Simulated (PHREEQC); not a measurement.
Solution (25 °C and 100 atm): 3.8 mol/kgw K2CO3 and 0.13 mol/kgw H3BO3. Closed to the air; pH follows from the charge balance.

The numbers come from PHREEQC with the Pitzer model, pitzer.dat.

### Question
The ionic strength comes out as 11.3 mol/kgw. What activity coefficients do B4O5(OH)4-2, HCO3-, B(OH)4-, K+, OH- get?

### Answer
B4O5(OH)4-2 0.0086, HCO3- 0.42, B(OH)4- 0.65, K+ 0.50, OH- 6.2. Single-ion values are on the MacInnes scale.

Precipitation was switched off in this run. In brines, pH and single-ion activities rest on the MacInnes convention. Under pressure, the constants of complexes without a molar volume in the database are unreliable.
